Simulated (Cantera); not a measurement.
Input: 1 mol Si₃N₄, 0.012 mol O₂, 73 mol N₂, at 950 K and 390 Torr.

These are equilibrium values from Cantera (NASA tables, ideal gas, pure condensed phases), not measurements of a reactor. Candidate condensed phases: Si, SiO₂, Si₂N₂O, Si₃N₄; 16 gas species. Equilibrium is a limit: real reactors are often held back by kinetics, nucleation or transport.

Question: What is the equilibrium state?

Answer: 
- x(N₂): 1.00
- n(Si₂N₂O(s)): 0.0240 mol
- n(Si₃N₄(s)): 0.984 mol
- gas amount: 73.01 mol
- log10 activity of Si(s) (absent): -7.69
